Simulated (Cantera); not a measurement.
Input: 1 mol borazine, 7.6 mol N₂, 20 mol H₂, 14 mol H₂O, held at 2323 K and 6300 Pa.

Cantera equilibrium calculation (NASA polynomials, part measured and part estimated; ideal gas, pure solids and liquids). Candidate condensed phases: B, BN, B₂O₃, B₃O₃H₃, H₂O; 39 gas species. The feed counts by its element totals alone. The numbers say what is thermodynamically allowed, not how fast it happens.

Base state: H₂ 0.549, N₂ 0.188, H₂O 0.170, HBO₂ 0.0520, H 0.0322, B₂O₃ 0.00259, HBO 0.00245, OH 0.00165 (mole fractions); condensed: gas only.

Task: What changes in the equilibrium state with this change: H₂O from 14 to 8.4 mol?

Result: 
```
species   before     after
-------  -------  --------
H₂         0.549     0.617
N₂         0.188     0.212
H₂O        0.170    0.0709
HBO₂      0.0520    0.0485
H         0.0322    0.0341
B₂O₂     1.97e-5  0.000111
O        6.58e-5   2.44e-5
OH       0.00165  0.000651
```

Task: What changes in the equilibrium state with this change: H₂O from 14 to 18 mol?

Result: 
```tsv
species	before	after
H₂	0.549	0.508
H₂O	0.170	0.230
N₂	0.188	0.173
H	0.0322	0.0309
HBO₂	0.0520	0.0502
O₂	8.49e-6	1.83e-5
B₂O₂	1.97e-5	9.22e-6
HBO	0.00245	0.00161
O	6.58e-5	9.66e-5
```
